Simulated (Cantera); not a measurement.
Input (Python, Cantera) and output of one run.

```python
import numpy as np
import cantera as ct

gas_names = """
    C CH CH2 CH3 CH2OH CH3O CH4 CH3OH CO COS CO2 COOH CS CS2 C2 C2H CHCO,ketyl C2H2,acetylene
    C2H2,vinylidene CH2CO,ketene C2H3,vinyl CH3CO,acetyl C2H4 C2H4O,ethylen CH3CHO,ethanal CH3COOH
    (HCOOH)2 C2H5 C2H6 CH3OCH3 C2H5OH C2O C3 C3H3,propargyl C3H4,allene C3H4,propyne C3H4,cyclo-
    C3H5,allyl C3H6,propylene C3H6,cyclo- C3H6O C3H7,n-propyl C3H7,i-propyl C3H8 C3H8O,1propanol
    C3H8O,2propanol C3O2 C4 C4H2 C4H4,1,3-cyclo- C4H6,butadiene C4H6,2-butyne C4H6,cyclo- C4H8,1-butene
    C4H8,cis2-buten C4H8,tr2-butene C4H8,isobutene C4H8,cyclo- (CH3COOH)2 C4H9,n-butyl C4H9,i-butyl
    C4H9,s-butyl C4H9,t-butyl C4H10,isobutane C4H10,n-butane C5 C5H6,1,3cyclo- C5H8,cyclo-
    C5H10,1-pentene C5H10,cyclo- C5H11,pentyl C5H11,t-pentyl C5H12,n-pentane C5H12,i-pentane
    CH3C(CH3)2CH3 C6H2 C6H5,phenyl C6H5O,phenoxy C6H6 C6H5OH,phenol C6H10,cyclo- C6H12,1-hexene
    C6H12,cyclo- C6H13,n-hexyl C7H7,benzyl C7H8 C7H8O,cresol C7H14,1-heptene C7H15,n-heptyl
    C7H16,n-heptane C8H8,styrene C8H10,ethylbenz C8H16,1-octene C8H17,n-octyl C8H18,isooctane
    C8H18,n-octane C9H19,n-nonyl C10H8,naphthale C10H21,n-decyl C12H9,o-bipheny C12H10,bipheny H HCO HO2
    H2 HCHO,formaldehy HCOOH H2O H2O2 H2S H2SO4 O OH O2 O3 S SH SO SO2 SO3 S2 S2O S8
""".split()
cond_names = """
    C(gr) C6H6(L) C7H8(L) C8H18(L),n-octa H2O(s) H2O(L) H2SO4(L) S(cr1) S(cr2) S(L)
""".split()


def load(file, names, dense=False):
    # The tables refer to 1 bar. Condensed volumes are neglected.
    table = {s.name: s for s in ct.Species.list_from_file(file)}
    out = []
    for n in names:
        d = dict(table[n].input_data)
        d["thermo"] = dict(d["thermo"], **{"reference-pressure": 1e5})
        if dense:
            d["equation-of-state"] = {"model": "constant-volume", "density": "1e6 g/cm^3"}
        out.append(ct.Species.from_dict(d))
    return out


gas = ct.Solution(thermo="ideal-gas", species=load("nasa_gas.yaml", gas_names))
cond = {s.name: ct.Solution(thermo="fixed-stoichiometry", species=[s], name=s.name)
        for s in load("nasa_condensed.yaml", cond_names, dense=True)}
atoms = {
    'CO2': {'C': 1, 'O': 2},
    'SO2': {'S': 1, 'O': 2},
    'H2': {'H': 2},
    'O2': {'O': 2},
}
top_T = {'C(gr)': 4500}  # K; cautious upper limits of use, not melting points


def equilibrate(T, P, feed):
    n = {}
    for name, mol in feed.items():
        for a, k in atoms[name].items():
            n[a] = n.get(a, 0.0) + k * mol
    gas.TPX = T, P, n
    mass = sum(n.values()) * gas.mean_molecular_weight
    gas.equilibrate("TP")
    valid = [c for c in cond.values() if c.min_temp <= T <= top_T.get(c.name, c.max_temp)]
    mix = ct.Mixture([(gas, mass / gas.mean_molecular_weight)] + [(c, 0.0) for c in valid])
    mix.T, mix.P = T, P
    mix.equilibrate("TP", solver="vcs", rtol=1e-11, max_steps=5000)
    return mix


results = []
feed = {'CO2': 1, 'SO2': 0.41, 'H2': 1.5, 'O2': 0.05}  # mol
P = 5700000  # Pa
for T in [2425, 2575, 2725, 2875, 3025, 3175, 3325]:
    mix = equilibrate(T, P, feed)
    results.append((T, P, feed, dict(zip(mix.species_names, mix.species_moles))))

top = {s: max(r[3][s] / sum(r[3][g] for g in gas_names) for r in results) for s in gas_names}
cols = sorted((s for s in top if top[s] > 1e-05), key=lambda s: -top[s])[:7]
seen = [c for c in cond_names if any(r[3].get(c, 0) > 1e-12 for r in results)]
print("log10 of partial pressures in bar; condensed amounts in mol")
print(f"{'T/K':>10s}" + "".join(f"{s[:9]:>10s}" for s in cols + seen))
for T, P, feed, n in results:
    ng = sum(n[g] for g in gas_names)
    print(f"{T:10.4g}" + "".join(f"{np.log10(max(n[s] / ng * P / 1e5, 1e-99)):10.3f}" for s in cols)
          + "".join(f"{n.get(c, 0):10.4g}" for c in seen))
```

It prints:

```
log10 of partial pressures in bar; condensed amounts in mol
       T/K       H2O        CO       CO2        H2       SO2        SO       H2S
      2425     1.376     1.077     0.932     0.744     0.511    -0.181     0.142
      2575     1.366     1.103     0.883     0.779     0.557    -0.028     0.022
      2725     1.356     1.122     0.839     0.807     0.588     0.096    -0.103
      2875     1.346     1.136     0.799     0.829     0.606     0.195    -0.233
      3025     1.335     1.146     0.764     0.844     0.613     0.274    -0.368
      3175     1.322     1.152     0.732     0.854     0.612     0.335    -0.505
      3325     1.306     1.157     0.700     0.859     0.601     0.383    -0.640
```

Equilibrium computed with Cantera from the NASA thermochemical tables; the gas is ideal and each condensed phase is pure. The ideal-gas law is rough above about 30 bar.
